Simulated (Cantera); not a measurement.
An isothermal, constant-pressure homogeneous reactor starts with 35.7 % CH₄, 64.3 % N₂, at 2000 K and 750 Torr.

Detailed kinetics in Cantera: GRI-Mech 3.0 (53 species, 325 reactions). GRI-Mech 3.0 stops at C3 and has no aromatics, soot or wall deposition, so with more carbon than oxygen in the feed, carbon stays in small species such as C2H2 where larger ones or solid carbon would form.

Problem. Predict: x(CH₄) at 4.00 s; x(CH₂) at 4.00 s; x(HCN) at 4.00 s; x(C₂H₄) at 4.00 s; x(H₂) at 4.00 s; x(C₂H₂) at 4.00 s; x(CH₃) at 4.00 s.

Solution. 
- x(CH₄) at 4.00 s = 0.00135 (gas-phase equilibrium 0.00100)
- x(CH₂) at 4.00 s = 2.35e-7 (gas-phase equilibrium 1.75e-7)
- x(HCN) at 4.00 s = 0.000768 (gas-phase equilibrium 0.118)
- x(C₂H₄) at 4.00 s = 0.000342 (gas-phase equilibrium 0.000189)
- x(H₂) at 4.00 s = 0.392 (gas-phase equilibrium 0.393)
- x(C₂H₂) at 4.00 s = 0.130 (gas-phase equilibrium 0.0717)
- x(CH₃) at 4.00 s = 6.95e-5 (gas-phase equilibrium 5.17e-5)
